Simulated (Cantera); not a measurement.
A closed system holds: 1 mol SiH2Cl2, 8.3 mol N2, at 1298.15 K.

These are equilibrium values from Cantera (NASA tables, ideal gas, pure condensed phases), not measurements of a reactor. Candidate condensed phases: NH4Cl, Si, Si3N4; 28 gas species. N2 is the only nitrogen source here; it is nearly inert below about 1500 K, so the nitride shown seldom forms there in practice. The tables' values for SiCl3 are old estimates; treat these amounts as uncertain. Rates play no part.

x: gas mole fraction; n: condensed amount in mol.

```tsv
P (Pa)	x N2	x HCl	x H2	x SiCl2	x SiCl4	n Si3N4(s)
5	0.799	0.114	0.0441	0.0406	0.000451	0.192
36	0.800	0.138	0.0332	0.0213	0.00335	0.242
260	0.804	0.146	0.0307	0.00686	0.00939	0.270
1900	0.807	0.142	0.0330	?	?	0.276
14000	0.809	0.134	?	?	?	0.273
100000	0.812	0.126	0.0416	7.04e-5	0.0202	0.266
```

Some entries are withheld; supply them.


- 14000, x H2: 0.0370
- 14000, x SiCl2: 0.000337
- 14000, x SiCl4: 0.0175
- 1900, x SiCl2: 0.00160
- 1900, x SiCl4: 0.0142
